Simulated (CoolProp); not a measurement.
n-undecane along the isotherm 620 K: Z from the reference equation and from simpler models built on Tc = 638.8 K, pc = 1990 kPa, ω = 0.539; each cubic takes its own stable root.

Computed with CoolProp (reference Helmholtz-energy equation of state, Aleksandrov 2011). It is a short technical equation, of lower accuracy than the large ones.

| p (kPa) | phase | reference | Pitzer virial | Redlich-Kwong | Peng-Robinson |
|---|---|---|---|---|---|
| 90.5 | gas | 0.9800 | 0.9817 | 0.9829 | 0.9806 |
| 181 | gas | 0.9596 | 0.9635 | 0.9655 | 0.9609 |
| 271 | gas | 0.9387 | 0.9453 | 0.9477 | 0.9408 |
| 362 | gas | 0.9170 | 0.9270 | 0.9292 | 0.9199 |
| 452 | gas | 0.8948 | 0.9088 | 0.9104 | 0.8988 |
| 543 | gas | 0.8717 | 0.8904 | 0.8908 | 0.8768 |
| 633 | gas | 0.8480 | 0.8723 | 0.8708 | 0.8544 |
| 724 | gas | 0.8230 | 0.8539 | 0.8498 | 0.8309 |
| 814 | gas | 0.7973 | 0.8357 | 0.8283 | 0.8068 |
| 905 | gas | 0.7699 | 0.8174 | 0.8055 | 0.7813 |
| 995 | gas | 0.7412 | 0.7992 | 0.7819 | 0.7549 |
